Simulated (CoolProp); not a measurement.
Saturated liquid density (kg/m³) of isobutene: the reference equation beside estimates from Tc = 144.9 °C, pc = 4.016 MPa, ω = 0.193.

The numbers come from the reference Helmholtz-energy equation of state, Lemmon 2005 in CoolProp. It is a short technical equation, of lower accuracy than the large ones.

| T (°C) | reference | van der Waals | Redlich-Kwong | Peng-Robinson |
|---|---|---|---|---|
| -39.85 | [?] | 410.6 | 607.0 | 696.1 |
| -23.55 | 644.9 | 400.3 | [?] | 678.9 |
| -7.15 | 626.6 | [?] | 570.5 | 660.0 |
| 9.25 | 607.6 | 377.7 | [?] | 639.0 |
| 25.55 | 587.7 | 365.2 | 528.0 | 616.0 |
| 41.95 | 566.4 | 351.7 | 503.7 | [?] |
| 58.35 | [?] | 336.9 | 477.1 | 560.7 |
| 74.65 | 518.3 | 320.6 | [?] | [?] |
| 91.05 | 489.6 | 302.0 | 414.4 | 488.2 |
| 107.35 | 455.8 | 280.5 | 375.8 | 441.5 |

**Question.** Fill in the missing entries.

**Answer.** 
- -39.85, reference: 662.6
- -23.55, Redlich-Kwong: 589.5
- -7.15, van der Waals: 389.4
- 9.25, Redlich-Kwong: 550.0
- 41.95, Peng-Robinson: 590.0
- 58.35, reference: 543.5
- 74.65, Redlich-Kwong: 447.8
- 74.65, Peng-Robinson: 527.3

Absolute difference from the reference over all 10 rows, mean and median: van der Waals 38.0 and 38.0 %, Redlich-Kwong 11.5 and 10.6 %, Peng-Robinson 3.8 and 4.5 %.
